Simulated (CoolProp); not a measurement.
Saturation properties of carbonyl sulfide.

The numbers come from the reference Helmholtz-energy equation of state, Lemmon 2006 in CoolProp. It is a short technical equation, of lower accuracy than the large ones.

```json
[
 {"T (K)": "205.2", "p (MPa)": "0.04098", "liquid density (kg/m³)": "1212", "surface tension (mN/m)": "24.2"},
 {"T (K)": "213.6", "p (MPa)": "0.06418", "liquid density (kg/m³)": "1194", "surface tension (mN/m)": "22.5"},
 {"T (K)": "221.9", "p (MPa)": "0.09631", "liquid density (kg/m³)": "1177", "surface tension (mN/m)": "21.0"},
 {"T (K)": "230.3", "p (MPa)": "0.1405", "liquid density (kg/m³)": "1158", "surface tension (mN/m)": "19.4"},
 {"T (K)": "238.7", "p (MPa)": "0.1990", "liquid density (kg/m³)": "1140", "surface tension (mN/m)": "17.9"},
 {"T (K)": "247", "p (MPa)": "0.2735", "liquid density (kg/m³)": "1121", "surface tension (mN/m)": "16.4"},
 {"T (K)": "255.4", "p (MPa)": "0.3689", "liquid density (kg/m³)": "1102", "surface tension (mN/m)": "15.0"},
 {"T (K)": "263.7", "p (MPa)": "0.4858", "liquid density (kg/m³)": "1082", "surface tension (mN/m)": "13.6"},
 {"T (K)": "272.1", "p (MPa)": "0.6302", "liquid density (kg/m³)": "1061", "surface tension (mN/m)": "12.2"},
 {"T (K)": "280.4", "p (MPa)": "0.8020", "liquid density (kg/m³)": "1039", "surface tension (mN/m)": "10.9"},
 {"T (K)": "288.8", "p (MPa)": "1.009", "liquid density (kg/m³)": "1017", "surface tension (mN/m)": "9.59"},
 {"T (K)": "297.2", "p (MPa)": "1.252", "liquid density (kg/m³)": "993.1", "surface tension (mN/m)": "8.35"}
]
```

It boils at 223.0 K under 1 atm.

Surface tension comes from a separate correlation (Mulero 2012).
